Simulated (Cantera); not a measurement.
An adiabatic, constant-volume homogeneous reactor starts with 6.22 % CH4, 2.43 % H2, 19.2 % O2, 72.1 % N2, at 950 K and 405 Torr.

Detailed kinetics in Cantera: GRI-Mech 3.0 (53 species, 325 reactions). Below about 1000 K GRI-Mech 3.0 lacks low-temperature oxidation paths.

**Question.** Predict: time of steepest temperature rise; temperature at 2.00 s; equilibrium temperature; x(H2) at 2.00 s; x(O2) at 2.00 s; x(CO) at 2.00 s.

**Answer.** 
- time of steepest temperature rise = 62.1 ms
- temperature at 2.00 s = 2542 K
- equilibrium temperature = 2542 K
- x(H2) at 2.00 s = 0.00370 (gas-phase equilibrium 0.00370)
- x(O2) at 2.00 s = 0.0517 (gas-phase equilibrium 0.0517)
- x(CO) at 2.00 s = 0.00899 (gas-phase equilibrium 0.00899)
